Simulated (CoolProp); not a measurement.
The numbers come from the reference Helmholtz-energy equation of state, Tillner-Roth 1994 in CoolProp.

Task: Give the vapour pressure (bar), liquid cp (kJ/(kg K)), vapour Z, vapour viscosity (µPa s) of saturated R134a at 0.85, 34.75 °C.

Result: 
```tsv
T (°C)	p (bar)	liquid cp (kJ/(kg K))	vapour Z	vapour viscosity (µPa s)
0.85	3.02	1.34	0.910	10.8
34.75	8.81	1.47	0.814	12.1
```

Viscosity comes from a separate model (Huber 2003), an estimate that may be off by 10 % or more.
